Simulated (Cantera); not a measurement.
Cantera run:

```python
import numpy as np
import cantera as ct

gas_names = [...]  # 118 gases of nasa_gas.yaml made of C, Cl, F, H
cond_names = """
    C(gr) C6H6(L) C7H8(L) C8H18(L),n-octa
""".split()


# ... load() reads the species with a 1 bar reference pressure and builds the phases ...
atoms = {
    'CH3F': {'C': 1, 'H': 3, 'F': 1},
    'HCl': {'H': 1, 'CL': 1},
}
top_T = {'C(gr)': 4500}  # K; cautious upper limits of use, not melting points


# ... equilibrate(T, P, feed) seeds the gas with the atoms and calls Mixture.equilibrate('TP', solver="vcs", rtol=1e-11, max_steps=5000) ...
results = []
feed = {'CH3F': 1, 'HCl': 0.038}  # mol
T = 1450  # K
P = 1333.22  # Pa
mix = equilibrate(T, P, feed)
results.append((T, P, feed, dict(zip(mix.species_names, mix.species_moles))))
print(gas.report(threshold=1e-06))
for i in range(1, mix.n_phases):
    print(f"{mix.phase(i).name:16s} {mix.phase_moles(i):12.5e} mol")
```

Output:

```
       temperature   1450 K
          pressure   1333.2 Pa
           density   0.0012701 kg/m^3
  mean mol. weight   11.486 kg/kmol
   phase of matter   gas

                          1 kg             1 kmol
                     ---------------   ---------------
          enthalpy         -8.77e+06       -1.0073e+08  J
   internal energy       -9.8197e+06       -1.1279e+08  J
           entropy             21097        2.4231e+05  J/K
    Gibbs function        -3.936e+07       -4.5208e+08  J
 heat capacity c_p            2798.8             32146  J/K
 heat capacity c_v            2074.9             23832  J/K

                      mass frac. Y      mole frac. X     chem. pot. / RT
                     ---------------   ---------------   ---------------
               CH4        1.4801e-05        1.0596e-05           -49.196
    C2H2,acetylene        5.4227e-06         2.392e-06           -27.788
                CL        5.4804e-06        1.7756e-06           -29.491
                 H         5.035e-06        5.7371e-05           -11.767
               HCL          0.059179          0.018644           -41.258
                HF           0.85468           0.49067           -51.321
                H2          0.086115           0.49062           -23.534
     [ +111 minor]        2.1118e-07        7.9029e-08

C(gr)             9.99969e-01 mol
```

Cantera equilibrium calculation (NASA polynomials, part measured and part estimated; ideal gas, pure solids and liquids).
